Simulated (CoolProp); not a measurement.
Vapour-liquid equilibrium of propane (1) + isohexane (2) at 234.7 K; x and y are mole fractions of (1).

The numbers come from the multi-fluid Helmholtz-energy mixture model, Lemmon 2009 and Lemmon 2006; pair parameters Bell 2016 in CoolProp.

```tsv
x	bubble pressure, mixture model (bar)	bubble pressure, Raoult's law (bar)	y, mixture model	y, Raoult's law
0.05	0.07407	0.06753	[?]	0.879
0.15	[?]	0.1854	0.963	0.961
0.25	0.3245	0.3033	0.979	0.979
0.35	0.4436	0.4212	0.987	0.987
0.45	0.5595	0.5391	0.991	0.991
0.55	[?]	0.6570	0.994	0.994
0.65	[?]	0.7749	0.996	0.996
0.75	[?]	0.8928	0.997	0.998
0.85	1.010	1.011	0.998	0.999
0.95	[?]	1.129	0.999	1.000
```

Fill in the missing entries.


- 0.05, y, mixture model: 0.889
- 0.15, bubble pressure, mixture model (bar): 0.2015
- 0.55, bubble pressure, mixture model (bar): 0.6730
- 0.65, bubble pressure, mixture model (bar): 0.7849
- 0.75, bubble pressure, mixture model (bar): 0.8967
- 0.95, bubble pressure, mixture model (bar): 1.127

The largest gap from Raoult's law is +9.7 % in bubble pressure, at x = 0.05. No azeotrope shows between x = 0.05 and 0.95.

The pair parameters rest on a limited set of measurements; away from them the model extrapolates.
